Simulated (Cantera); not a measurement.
Charge: 1 mol SiH2Cl2, 0.21 mol N2, 23 mol H2, at 773.15 K and 100000 Pa.

Cantera equilibrium calculation (NASA polynomials, part measured and part estimated; ideal gas, pure solids and liquids). Candidate condensed phases: NH4Cl, Si, Si3N4; 28 gas species. N2 is the only nitrogen source here; it is nearly inert below about 1500 K, so the nitride shown seldom forms there in practice. The numbers say what is thermodynamically allowed, not how fast it happens.

Base state: H2 0.976, SiHCl3 0.0119, SiCl4 0.0109, SiH2Cl2 0.00101, HCl 0.000561, SiH3Cl 1.92e-5 (mole fractions); condensed: Si(s) + Si3N4(s).

What changes in the equilibrium state with this change: SiH2Cl2 replaced by SiCl4?


```
species          before     after
-------------  --------  --------
H2                0.976     0.920
HCl            0.000561    0.0521
SiCl4            0.0109    0.0279
SiHCl3           0.0119  0.000311
SiH3Cl          1.92e-5     <1e-9
SiH2Cl2         0.00101   2.66e-7
Si(s), mol        0.103         0
Si3N4(s), mol     0.105     0.105
```

What changes in the equilibrium state with this change: H2 from 23 to 0.66 mol?


```tsv
species	before	after
H2	0.976	0.740
SiCl4	0.0109	0.173
SiHCl3	0.0119	0.0827
SiCl3	4.77e-6	3.80e-5
SiH2Cl2	0.00101	0.00304
HCl	0.000561	0.000976
SiH3Cl	1.92e-5	2.53e-5
Si(s), mol	0.103	0.139
Si3N4(s), mol	0.105	0.105
```
The tables' values for SiCl3 are old estimates; treat these amounts as uncertain.
